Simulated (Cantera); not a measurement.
Thermodynamics of silicon oxide and oxynitride deposition, feed HMDSO + N2O + H2

Feed: 1 mol HMDSO, 5.3 mol N2O, 0.16 mol H2, equilibrated at 1150 K and 5.10 mbar.

Equilibrium computed with Cantera from the NASA thermochemical tables; the gas is ideal and each condensed phase is pure. Candidate condensed phases: C, C6H6, C7H8, C8H18, H2O, Si, SiC, SiO2, Si2N2O, Si3N4; 151 gas species. The feed counts by its element totals alone. Mutual solubility and eutectic melting of coexisting phases are not modelled. The tables hold silica as quartz up to 1696 K and as liquid above; real silica turns to tridymite and cristobalite and melts near 1996 K. The numbers say what is thermodynamically allowed, not how fast it happens.

```
Quantity                               Value
--------------------------------  ----------
x(H2)                                  0.545
x(N2)                                  0.314
x(CO)                                  0.141
x(CH4)                               3.55e-5
x(H2O)                               1.83e-5
x(HCN)                               1.73e-5
x(CO2)                               3.98e-6
n(C(graphite))                      3.64 mol
n(SiO2(β-quartz))                   1.96 mol
n(Si2N2O(s))                      0.0206 mol
gas amount                         16.80 mol
log10 activity of Si(s) (absent)       -6.29
```
